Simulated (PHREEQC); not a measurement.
# Reverse-osmosis permeate

Synthetic water in mg/kgw, 35 °C, pH 6.14, pe 11.8:

```tsv
constituent	mg/kgw
Na	4.42
K	0.000511
Ca	10.5
Mg	0.447
Cl	8.05
S(6) as SO4	4.48
Alkalinity as HCO3	20.2
Cu(2)	0.0445
Cd	0.487
Br	0.144
```

Valence states are taken as typed.

All values are PHREEQC results (ion-association model, wateq4f.dat), not measurements.

This is a speciation only: nothing precipitates in the calculation.

Question: Estimate the charge-balance error.

Answer: charge-balance error 7.8 %.

Question: In which forms is S present?

Answer: SO4-2 95 %, CaSO4 4.0 % of the S.

Complexes and solids missing from the database can't appear.
